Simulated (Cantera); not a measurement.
A closed system holds: 1 mol AlCl3, 6.3 mol HCl, 2.4 mol N2, held at 133 Pa.

Method: chemical equilibrium by Gibbs-energy minimisation in Cantera with the NASA 1993 tables (ideal gas, pure condensed phases). Candidate condensed phases: Al, AlCl3, AlN, NH4Cl; 20 gas species. The tables' values for AlCl2 are old estimates; treat these amounts as uncertain. Equilibrium is a limit: real reactors are often held back by kinetics, nucleation or transport. All values below are at 1427 °C.

Base state: HCl 0.624, N2 0.244, AlCl3 0.0951, Cl 0.0227, H2 0.00744, AlCl2 0.00522, AlCl 0.00115, H 0.000348 (mole fractions); condensed: gas only.

What changes in the equilibrium state with this change: pressure from 133 Pa to 8400 Pa?


```
species    before    after
-------  --------  -------
HCl         0.624    0.643
N2          0.244    0.247
AlCl3      0.0951    0.102
Cl         0.0227  0.00516
AlCl      0.00115  6.05e-6
H        0.000348  2.50e-5
```
